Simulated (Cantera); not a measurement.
A Cantera script and what it prints.

```python
import numpy as np
import cantera as ct

gas_names = [...]  # 109 gases of nasa_gas.yaml made of C, Cl, H, Si
cond_names = """
    C(gr) C6H6(L) C7H8(L) C8H18(L),n-octa Si(cr) Si(L) SiC(b)
""".split()


# ... load() reads the species with a 1 bar reference pressure and builds the phases ...
atoms = {
    'SiH2Cl2': {'Si': 1, 'H': 2, 'CL': 2},
    'C2H4': {'C': 2, 'H': 4},
    'H2': {'H': 2},
}
top_T = {'C(gr)': 4500, 'SiC(b)': 3050}  # K; cautious upper limits of use, not melting points


# ... equilibrate(T, P, feed) seeds the gas with the atoms and calls Mixture.equilibrate('TP', solver="vcs", rtol=1e-11, max_steps=5000) ...
results = []
feed = {'SiH2Cl2': 1, 'C2H4': 0.66, 'H2': 2.4}  # mol
T = 1225  # K
P = 170  # Pa
mix = equilibrate(T, P, feed)
results.append((T, P, feed, dict(zip(mix.species_names, mix.species_moles))))
print(gas.report(threshold=1e-05))
for i in range(1, mix.n_phases):
    print(f"{mix.phase(i).name:16s} {mix.phase_moles(i):12.5e} mol")
```

It prints:

```
       temperature   1225 K
          pressure   170 Pa
           density   0.00023601 kg/m^3
  mean mol. weight   14.14 kg/kmol
   phase of matter   gas

                          1 kg             1 kmol
                     ---------------   ---------------
          enthalpy       -3.3286e+05       -4.7067e+06  J
   internal energy       -1.0532e+06       -1.4892e+07  J
           entropy             17758         2.511e+05  J/K
    Gibbs function       -2.2086e+07        -3.123e+08  J
 heat capacity c_p            2254.6             31880  J/K
 heat capacity c_v            1666.6             23566  J/K

                      mass frac. Y      mole frac. X     chem. pot. / RT
                     ---------------   ---------------   ---------------
               HCL           0.88466           0.34311           -41.327
                H2          0.093328            0.6546           -24.834
             SiCL2         0.0060096        0.00085848           -68.159
             SiCL3         0.0031612         0.0003325           -97.069
             SiCL4          0.012234         0.0010183           -125.98
            SiHCL3        0.00058059        6.0613e-05           -109.49
     [ +103 minor]        2.1861e-05        1.9034e-05

C(gr)             3.32914e-01 mol
Si(cr)            0.00000e+00 mol
SiC(b)            9.87030e-01 mol
```

Method: chemical equilibrium by Gibbs-energy minimisation in Cantera with the NASA 1993 tables (ideal gas, pure condensed phases). The tables' values for SiCl3 are old estimates; treat these amounts as uncertain.
